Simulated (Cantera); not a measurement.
Feed: 1 mol SiCl4, 0.81 mol Cl2, 0.68 mol H2, held at 1525 K and 0.730 bar.

Method: chemical equilibrium by Gibbs-energy minimisation in Cantera with the NASA 1993 tables (ideal gas, pure condensed phases). Candidate condensed phases: Si; 19 gas species. The tables' values for SiCl3 are old estimates; treat these amounts as uncertain. Rates play no part.

Base state: HCl 0.542, SiCl4 0.398, Cl2 0.0434, Cl 0.0168, SiCl3 9.74e-5 (mole fractions); condensed: gas only.

Question: What changes in the equilibrium state with this change: temperature from 1525 K to 923 K?

Answer: 
| species | before | after |
|---|---|---|
| HCl | 0.542 | 0.546 |
| SiCl4 | 0.398 | 0.402 |
| Cl2 | 0.0434 | 0.0522 |
| Cl | 0.0168 | 2.99e-5 |
| SiCl3 | 9.74e-5 | <1e-9 |

Question: What changes in the equilibrium state with this change: pressure from 0.730 bar to 0.240 bar?

Answer: 
| species | before | after |
|---|---|---|
| HCl | 0.542 | 0.539 |
| SiCl4 | 0.398 | 0.396 |
| Cl2 | 0.0434 | 0.0379 |
| Cl | 0.0168 | 0.0274 |
| SiCl3 | 9.74e-5 | 0.000181 |
